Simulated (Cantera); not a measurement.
A closed system holds: 1 mol BF₃, 6.3 mol O₂, 0.56 mol H₂, 0.95 mol NH₃, equilibrated at 800 K and 0.340 bar.

Equilibrium computed with Cantera from the NASA thermochemical tables; the gas is ideal and each condensed phase is pure. Candidate condensed phases: B, BN, B₂O₃, B₃O₃H₃, H₂O; 62 gas species. The numbers say what is thermodynamically allowed, not how fast it happens.

What is the equilibrium state?


| Quantity | Result |
|---|---|
| x(O₂) | 0.601 |
| x(H₂O) | 0.193 |
| x(BF₃) | 0.0902 |
| x(HF) | 0.0550 |
| x(N₂) | 0.0538 |
| x(B₃O₃F₃) | 0.00468 |
| x((HBO₂)₃) | 0.00299 |
| gas amount | 8.835 mol |
| log10 activity of B(s) (absent) | -34.25 |
| log10 activity of B₃O₃H₃(s) (absent) | -61.22 |
